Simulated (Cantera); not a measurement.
Charge: 1 mol SrCl2, 0.95 mol H2O, 57 mol N2, at 1.60 Pa.

These are equilibrium values from Cantera (NASA tables, ideal gas, pure condensed phases), not measurements of a reactor. Candidate condensed phases: H2O, NH4Cl, Sr, SrCl2, SrO, Sr(OH)2; 35 gas species. Condensed phases not in the tables: oxide chlorides. Kinetics and transport are ignored.

**Question.** What share of the Sr ends up in condensed phases as a function of T (K), at 1548, 1598, 1648, 1698, 1748, 1798, 1848, 1898, 1948?

**Answer.** 
| T (K) | Sr condensed (%) | as |
|---|---|---|
| 1548 | 13.4 | SrO(s) |
| 1598 | 13.4 | SrO(s) |
| 1648 | 13.4 | SrO(s) |
| 1698 | 12.9 | SrO(s) |
| 1748 | 11.1 | SrO(s) |
| 1798 | 5.5 | SrO(s) |
| 1848 | 0.0 | - |
| 1898 | 0.0 | - |
| 1948 | 0.0 | - |
